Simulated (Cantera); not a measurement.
Thermodynamics of abatement and gas-phase synthesis, feed CS2 + SO2 + O2 + H2O

Feed: 1 mol CS2, 0.77 mol SO2, 0.22 mol O2, 0.74 mol H2O, at 2552 °C and 0.220 bar.

Equilibrium computed with Cantera from the NASA thermochemical tables; the gas is ideal and each condensed phase is pure. Candidate condensed phases: C, C6H6, C7H8, C8H18, H2O, H2SO4, S; 123 gas species. Rates play no part.

The x(CO) comes out as 0.231 and the x(SO) is 0.198. The x(S2) is 0.131. The x(S) is 0.113, the x(H2) comes out as 0.0907 and the x(SO2) is 0.0767. The x(H) is 0.0573. The x(H2O) is 0.0433. The x(SH) is 0.0283 and the gas amount is 4.054 mol. The log10 activity of S(l) (absent) is -2.62 and the log10 activity of C(graphite) (absent) is -5.89.
